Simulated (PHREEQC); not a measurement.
Dissolve 0.097 mol/kgw H3PO4, 0.028 mol/kgw NaOH and 0.13 mol/kgw ZnSO4 at 20 °C. It is in equilibrium with CO2 at log p = 0 (atm). Otherwise closed; pH follows from the charge balance.

All values are PHREEQC results (ion-association model, wateq4f.dat), not measurements.

Problem. The ionic strength comes out as 0.305 mol/kgw. What activity coefficients do H2PO4-, HCO3-, ZnHCO3+, Zn(SO4)2-2, H+ get?

Solution. H2PO4- 0.72, HCO3- 0.72, ZnHCO3+ 0.73, Zn(SO4)2-2 0.29, H+ 0.78.

No solid was allowed to form. Species that the database lacks are ignored. H3PO4, which wateq4f.dat lacks, is added to it with the constant of phreeqc.dat. The database has no phosphate complexes of Zn.
